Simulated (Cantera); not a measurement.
A Cantera script and its output.

```python
import numpy as np
import cantera as ct

gas = ct.Solution("gri30.yaml")
gas.TPX = 1475, 2666, {'CH4': 1, 'N2': 14}
reactor = ct.IdealGasConstPressureReactor(gas, energy="off", clone=False)
net = ct.ReactorNet([reactor])
net.rtol, net.atol = 1e-08, 1e-18
show = ['CH4', 'C2H2', 'CH2', 'C2H', 'H', 'HCN']
times = np.geomspace(8e-06, 100, 9)

steps = ct.SolutionArray(gas, extra=["t"])
rows = []
print(f"{'t/s':>10s}{'T/K':>9s}{'P/Pa':>11s}" + "".join(f"{s:>11s}" for s in show))
for t in times:
    while net.time < t:
        t_next = net.step()
        steps.append(gas.state, t=t_next)
    rows.append([np.interp(t, steps.t, y) for y in (steps.T, steps.P, *steps(*show).X.T)])
    print(f"{t:10.3e}{rows[-1][0]:9.1f}{rows[-1][1]:11.4g}" + "".join(f"{x:11.3e}" for x in rows[-1][2:]))
rate = np.gradient(steps.T, steps.t)
print("integrator steps:", len(steps.t))
if steps.T.max() > steps.T[0] + 200:
    print(f"time of steepest temperature rise: {steps.t[rate.argmax()]:.4e} s")
gas.TPX = 1475, 2666, {'CH4': 1, 'N2': 14}
gas.equilibrate("TP")
print(f"equilibrium (TP): T = {gas.T:.1f} K  " + "  ".join(f"{s} {gas[s].X[0]:.3e}" for s in show))
```

Output:

```
       t/s      T/K       P/Pa        CH4       C2H2        CH2        C2H          H        HCN
 8.000e-06   1475.0       2666  6.667e-02  1.259e-24  5.751e-18  3.652e-35  2.639e-09  2.380e-22
 6.169e-05   1475.0       2666  6.667e-02  6.092e-21  1.948e-15  4.376e-30  1.003e-08  2.391e-20
 4.757e-04   1475.0       2666  6.667e-02  1.126e-16  1.267e-13  8.103e-25  1.162e-08  1.941e-18
 3.668e-03   1475.0       2666  6.666e-02  6.119e-13  4.998e-12  3.683e-20  1.166e-08  1.280e-16
 2.828e-02   1475.0       2666  6.664e-02  2.404e-09  2.583e-10  1.076e-15  1.400e-08  1.398e-14
 2.181e-01   1475.0       2666  6.627e-02  8.796e-06  8.883e-09  5.648e-12  1.261e-07  2.927e-12
 1.682e+00   1475.0       2666  5.456e-02  4.292e-03  2.339e-08  1.296e-09  2.929e-06  2.275e-09
 1.297e+01   1475.0       2666  2.471e-02  1.948e-02  9.717e-09  5.024e-09  9.427e-06  3.634e-08
 1.000e+02   1475.0       2666  2.897e-03  2.986e-02  2.480e-09  1.109e-08  2.070e-05  2.161e-07
integrator steps: 1316
equilibrium (TP): T = 1475.0 K  CH4 8.275e-05  C2H2 9.468e-03  CH2 9.153e-11  C2H 3.980e-09  H 2.447e-05  HCN 4.347e-02
```

Computed with Cantera and GRI-Mech 3.0 (53 species, 325 reactions). GRI-Mech 3.0 stops at C3 and has no aromatics, soot or wall deposition, so with more carbon than oxygen in the feed, carbon stays in small species such as C2H2 where larger ones or solid carbon would form. Radical loss at walls, strong at low pressure, is not modelled.
